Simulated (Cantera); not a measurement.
Input: 1 mol B₂O₃, 1.6 mol NH₃, 130 mol N₂, held at 1350 K and 260 Pa.

Cantera equilibrium calculation (NASA polynomials, part measured and part estimated; ideal gas, pure solids and liquids). Candidate condensed phases: B, BN, B₂O₃, B₃O₃H₃, H₂O; 39 gas species. Mutual solubility and eutectic melting of coexisting phases are not modelled. The numbers say what is thermodynamically allowed, not how fast it happens.

Base state: N₂ 0.981, H₂ 0.0177, HBO₂ 0.000482, B₂O₃ 0.000270, HBO 8.22e-5, H₂O 2.01e-5 (mole fractions); condensed: BN(s) + B₂O₃(l).

### Question
What changes in the equilibrium state with this change: B₂O₃ replaced by B?

### Answer
```
species         before   after
------------  --------  ------
N₂               0.981   0.982
H₂              0.0177  0.0181
HBO₂          0.000482       0
B₂O₃          0.000270       0
HBO            8.22e-5       0
BN(s), mol      0.0191    1.00
B₂O₃(l), mol     0.916       0
```
